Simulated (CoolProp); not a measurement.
Vapour-liquid equilibrium of n-pentane (1) + acetone (2) at 0.0203 MPa; x and y are mole fractions of (1).

Values from CoolProp's multi-fluid Helmholtz-energy mixture model, Thol 2019 and Lemmon 2006; pair parameters Bell 2016.

| x | bubble temperature (K) | y at the bubble point | dew temperature at overall composition x (K) | liquid density (mol/L) |
|---|---|---|---|---|
| 0.05 | 279.0 | 0.404 | 287.9 | 13.49 |
| 0.15 | 270.5 | 0.643 | 285.7 | 12.93 |
| 0.25 | 267.7 | 0.708 | 283.3 | 12.32 |
| 0.35 | 266.8 | 0.729 | ? | 11.74 |
| 0.45 | 266.6 | 0.735 | 277.6 | ? |
| 0.55 | 266.6 | 0.736 | ? | 10.72 |
| 0.65 | 266.5 | 0.740 | 270.2 | 10.27 |
| 0.75 | 266.5 | 0.754 | 266.5 | 9.875 |
| 0.85 | 266.6 | 0.793 | 267.2 | 9.511 |
| 0.95 | 267.7 | 0.894 | 268.4 | 9.170 |

Problem. What belongs in the gaps?

Solution. 
- 0.35, dew temperature at overall composition x (K): 280.6
- 0.45, liquid density (mol/L): 11.21
- 0.55, dew temperature at overall composition x (K): 274.2

y crosses x between x = 0.75 and 0.85: the model has an azeotrope there.

Pair parameters are fitted to limited data, so mixtures are less certain than the pure fluids. With so large a gap from Raoult's law the liquid may split in two, which this calculation doesn't test in full.
